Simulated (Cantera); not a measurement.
Charge: 1 mol HBr, 1.7 mol H₂O, 0.71 mol H₂, at 2700 K and 1580 Torr.

These are equilibrium values from Cantera (NASA tables, ideal gas, pure condensed phases), not measurements of a reactor. Candidate condensed phases: Br₂, H₂O; 12 gas species. Kinetics and transport are ignored.

Base state: H₂O 0.454, H₂ 0.243, HBr 0.167, Br 0.106, H 0.0193, OH 0.00924, O 0.000468, O₂ 0.000353 (mole fractions); condensed: gas only.

**Question.** What changes in the equilibrium state with this change: temperature from 2700 K to 2325 K?

**Answer.** 
```tsv
species	before	after
H₂O	0.454	0.484
HBr	0.167	0.235
H₂	0.243	0.227
Br	0.106	0.0500
H	0.0193	0.00361
O	0.000468	1.39e-5
O₂	0.000353	1.24e-5
OH	0.00924	0.00129
Br₂	0.000198	0.000192
```

**Question.** What changes in the equilibrium state with this change: temperature from 2700 K to 2200 K?

**Answer.** 
```tsv
species	before	after
H₂O	0.454	0.489
HBr	0.167	0.253
H₂	0.243	0.221
Br	0.106	0.0344
H	0.0193	0.00183
O	0.000468	3.25e-6
O₂	0.000353	3.03e-6
OH	0.00924	0.000564
```
